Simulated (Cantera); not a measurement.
Input (Python, Cantera):

```python
import numpy as np
import cantera as ct

gas = ct.Solution("gri30.yaml")
gas.TPX = 1350, 3400, {'H2': 0.066, 'O2': 1}
reactor = ct.IdealGasConstPressureReactor(gas, energy="off", clone=False)
net = ct.ReactorNet([reactor])
net.rtol, net.atol = 1e-08, 1e-18
show = ['H2', 'O2', 'O', 'H2O2', 'H', 'HO2', 'H2O']
times = np.geomspace(0.0004, 1, 13)

steps = ct.SolutionArray(gas, extra=["t"])
rows = []
print(f"{'t/s':>10s}{'T/K':>9s}{'P/Pa':>11s}" + "".join(f"{s:>11s}" for s in show))
for t in times:
    while net.time < t:
        t_next = net.step()
        steps.append(gas.state, t=t_next)
    rows.append([np.interp(t, steps.t, y) for y in (steps.T, steps.P, *steps(*show).X.T)])
    print(f"{t:10.3e}{rows[-1][0]:9.1f}{rows[-1][1]:11.4g}" + "".join(f"{x:11.3e}" for x in rows[-1][2:]))
rate = np.gradient(steps.T, steps.t)
print("integrator steps:", len(steps.t))
if steps.T.max() > steps.T[0] + 200:
    print(f"time of steepest temperature rise: {steps.t[rate.argmax()]:.4e} s")
gas.TPX = 1350, 3400, {'H2': 0.066, 'O2': 1}
gas.equilibrate("TP")
print(f"equilibrium (TP): T = {gas.T:.1f} K  " + "  ".join(f"{s} {gas[s].X[0]:.3e}" for s in show))
```

It prints:

```
       t/s      T/K       P/Pa         H2         O2          O       H2O2          H        HO2        H2O
 4.000e-04   1350.0       3400  4.824e-02  9.277e-01  6.539e-03  1.256e-07  3.209e-03  5.284e-06  9.808e-03
 7.678e-04   1350.0       3400  1.509e-03  8.895e-01  4.058e-02  2.139e-07  9.080e-03  6.849e-06  5.263e-02
 1.474e-03   1350.0       3400  1.160e-03  8.927e-01  3.829e-02  1.921e-07  7.685e-03  6.571e-06  5.414e-02
 2.828e-03   1350.0       3400  1.010e-03  8.989e-01  3.279e-02  1.902e-07  6.118e-03  6.350e-06  5.553e-02
 5.429e-03   1350.0       3400  7.820e-04  9.079e-01  2.479e-02  1.836e-07  4.045e-03  5.892e-06  5.750e-02
 1.042e-02   1350.0       3400  4.990e-04  9.183e-01  1.543e-02  1.661e-07  1.997e-03  5.021e-06  5.972e-02
 2.000e-02   1350.0       3400  2.469e-04  9.272e-01  7.492e-03  1.332e-07  6.784e-04  3.678e-06  6.156e-02
 3.839e-02   1350.0       3400  9.602e-05  9.324e-01  2.883e-03  9.121e-08  1.624e-04  2.189e-06  6.270e-02
 7.368e-02   1350.0       3400  3.219e-05  9.347e-01  9.628e-04  5.413e-08  3.142e-05  1.061e-06  6.328e-02
 1.414e-01   1350.0       3400  1.039e-05  9.355e-01  3.107e-04  2.911e-08  5.772e-06  4.501e-07  6.357e-02
 2.714e-01   1350.0       3400  3.490e-06  9.358e-01  1.045e-04  1.482e-08  1.128e-06  1.868e-07  6.371e-02
 5.210e-01   1350.0       3400  1.265e-06  9.360e-01  3.799e-05  7.379e-09  2.473e-07  8.683e-08  6.378e-02
 1.000e+00   1350.0       3400  5.007e-07  9.360e-01  1.508e-05  3.702e-09  6.187e-08  5.375e-08  6.382e-02
integrator steps: 1478
equilibrium (TP): T = 1350.0 K  H2 7.355e-08  O2 9.361e-01  O 2.228e-06  H2O2 9.038e-10  H 3.529e-09  HO2 6.225e-08  H2O 6.387e-02
```

Computed with Cantera and GRI-Mech 3.0 (53 species, 325 reactions). Radical loss at walls, strong at low pressure, is not modelled. The temperature is held fixed by assumption; the heat of reaction is taken as removed at once.
